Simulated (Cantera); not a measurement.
Charge: 1 mol CsCl, 0.19 mol O2, 0.56 mol N2, at 1000 K and 51.0 Pa.

These are equilibrium values from Cantera (NASA tables, ideal gas, pure condensed phases), not measurements of a reactor. Candidate condensed phases: Cs, CsCl; 18 gas species. The numbers say what is thermodynamically allowed, not how fast it happens.

Base state: CsCl 0.461, N2 0.345, O2 0.117, Cs2Cl2 0.0771, NO 1.54e-5 (mole fractions); condensed: gas only.

Q: What changes in the equilibrium state with this change: temperature from 1000 K to 2125 K?

A: 
```json
[
 {"species": "CsCl", "before": "0.461", "after": "0.517"},
 {"species": "N2", "before": "0.345", "after": "0.304"},
 {"species": "O2", "before": "0.117", "after": "0.0908"},
 {"species": "Cs2Cl2", "before": "0.0771", "after": "1.72e-6"},
 {"species": "O", "before": "2.38e-9", "after": "0.0220"},
 {"species": "Cs", "before": "2.13e-8", "after": "0.0307"},
 {"species": "Cl", "before": "2.14e-8", "after": "0.0308"},
 {"species": "CsO", "before": "<1e-9", "after": "3.23e-5"},
 {"species": "NO", "before": "1.54e-5", "after": "0.00433"}
]
```
